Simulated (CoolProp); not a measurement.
Vapour-liquid equilibrium of acetone (1) + n-nonane (2) at 46.45 °C; x and y are mole fractions of (1).

The numbers come from the multi-fluid Helmholtz-energy mixture model, Lemmon 2006 and Lemmon 2006; pair parameters Bell 2016 in CoolProp.

```csv
x,bubble pressure (kPa),y at the bubble point,dew pressure at overall composition x (kPa),liquid density (mol/L)
0.05,16.94,0.885,2.114,5.608
0.125,33.18,0.944,2.295,5.887
0.2,43.64,0.959,2.509,6.192
0.275,49.99,0.965,2.768,6.527
0.35,53.65,0.969,3.086,6.896
0.425,55.73,0.970,3.486,7.307
0.5,56.99,0.972,4.006,7.765
0.575,57.99,0.973,4.707,8.282
0.65,59.11,0.974,5.705,8.867
0.725,60.61,0.976,7.241,9.537
0.8,62.69,0.979,9.905,10.31
0.875,65.50,0.985,15.66,11.21
0.95,69.14,0.993,36.91,12.27
```

No azeotrope shows between x = 0.05 and 0.95.

Pair parameters are fitted to limited data, so mixtures are less certain than the pure fluids. With so large a gap from Raoult's law the liquid may split in two, which this calculation doesn't test in full.
